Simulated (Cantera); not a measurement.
# Thermodynamics of chemical vapour transport, feed Fe + H2O + O2 + Cl2

Charge: 1 mol Fe, 1.3 mol H2O, 0.68 mol O2, 0.029 mol Cl2, at 10.0 mbar.

Cantera equilibrium calculation (NASA polynomials, part measured and part estimated; ideal gas, pure solids and liquids). Candidate condensed phases: Fe, FeCl2, FeCl3, FeO, Fe(OH)2, Fe(OH)3, Fe2O3, Fe3O4, H2O; 22 gas species. Mutual solubility and eutectic melting of coexisting phases are not modelled. Condensed phases not in the tables: FeOCl. The numbers say what is thermodynamically allowed, not how fast it happens.

| T (K) | x H2O | x HCl | x O2 | x OH | n Fe2O3(s) | n Fe3O4(s) |
|---|---|---|---|---|---|---|
| 723 | 0.956 | 0.0436 | <1e-12 | <1e-12 | 0.167 | 0.222 |
| 823 | 0.956 | 0.0436 | <1e-12 | 8.16e-12 | 0.167 | 0.222 |
| 923 | 0.956 | 0.0436 | 2.57e-11 | 7.33e-10 | 0.167 | 0.222 |
| 1023 | 0.956 | 0.0436 | 1.19e-8 | 2.69e-8 | 0.167 | 0.222 |
| 1123 | 0.956 | 0.0436 | 1.72e-6 | 5.12e-7 | 0.167 | 0.222 |
| 1223 | 0.956 | 0.0436 | 0.000107 | 5.98e-6 | 0.166 | 0.223 |
| 1323 | 0.953 | 0.0433 | 0.00352 | 4.79e-5 | 0.139 | 0.241 |
| 1423 | 0.937 | 0.0423 | 0.0204 | 0.000209 | 0 | 0.333 |
| 1523 | 0.936 | 0.0419 | 0.0203 | 0.000514 | 0 | 0.333 |
| 1623 | 0.935 | 0.0412 | 0.0203 | 0.00114 | 0 | 0.333 |
| 1723 | 0.933 | 0.0403 | 0.0204 | 0.00229 | 0 | 0.333 |
x: gas mole fraction; n: condensed amount in mol.

From 723 K to 1323 K the condensed part is Fe2O3(s) + Fe3O4(s). From 1423 K to 1723 K the condensed part is Fe3O4(s). The main Fe-bearing gas is FeCl2 throughout.
